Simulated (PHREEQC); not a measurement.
0.5 mol of Gypsum (CaSO4:2H2O) is brought to equilibrium with 1 kg of water holding 0.12 mol HCl, at several temperatures. Oxygen is held at 0.21 atm. The system is closed to CO2. The run lets Gypsum, Portlandite precipitate or redissolve, and no other solid.

Equilibrium calculation in PHREEQC: ion-association model, wateq4f.dat.

```csv
T (°C),pH,dissolved Ca (mol/kgw),dissolved S (mol/kgw),CaHSO4+ (mol/kgw)
0,1.09,0.0320,0.0320,0.00188
10,1.11,0.0357,0.0357,0.00231
20,1.12,0.0394,0.0394,0.00279
30,1.14,0.0431,0.0431,0.00333
40,1.16,0.0466,0.0466,0.00392
50,1.19,0.0502,0.0502,0.00455
60,1.21,0.0537,0.0537,0.00522
70,1.24,0.0572,0.0572,0.00593
80,1.27,0.0608,0.0608,0.00666
90,1.30,0.0643,0.0643,0.00740
100,1.33,0.0679,0.0679,0.00815
```

Away from 25 °C the constants follow the database's enthalpies or fits; those with neither stay at their 25 °C values. Outside its range of stability a hydrate's values are those of a metastable solid.
